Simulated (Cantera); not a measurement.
Feed: 1 mol CH3F, 0.072 mol H2, at 1.20 Pa.

Method: chemical equilibrium by Gibbs-energy minimisation in Cantera with the NASA 1993 tables (ideal gas, pure condensed phases). Candidate condensed phases: C, C6H6, C7H8, C8H18; 95 gas species. The numbers say what is thermodynamically allowed, not how fast it happens. All values below are at 1275 °C.

Base state: H2 0.513, HF 0.481, H 0.00636 (mole fractions); condensed: C(graphite).

Problem. What changes in the equilibrium state with this change: pressure from 1.20 Pa to 0.133 bar?

Solution. 
| species | before | after |
|---|---|---|
| H2 | 0.513 | 0.517 |
| HF | 0.481 | 0.483 |
| CH4 | 6.47e-9 | 7.32e-5 |
| H | 0.00636 | 6.06e-5 |
| C(graphite), mol | 1.000 | 1.000 |
